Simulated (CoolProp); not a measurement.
Aqueous ammonia as a coolant, at 29 °C, 1 atm.

Values from CoolProp's Melinder's fits for secondary coolants.

| mass % | freezing point (°C) | Prandtl number | conductivity (W/(m K)) | cp (kJ/(kg K)) | viscosity (mPa s) |
|---|---|---|---|---|---|
| 5.2 | -6.3 | 6.40 | 0.576 | 4.187 | 0.880 |
| 8 | -10.4 | 6.66 | 0.559 | 4.190 | 0.889 |
| 10.8 | -15.0 | 6.98 | 0.543 | 4.193 | 0.904 |
| 13.5 | -20.1 | 7.39 | 0.527 | 4.195 | 0.930 |
| 16.3 | -26.3 | 7.89 | 0.512 | 4.198 | 0.963 |
| 19.1 | -33.7 | 8.36 | 0.499 | 4.202 | 0.992 |
| 21.9 | -42.8 | 8.70 | 0.487 | 4.208 | 1.01 |
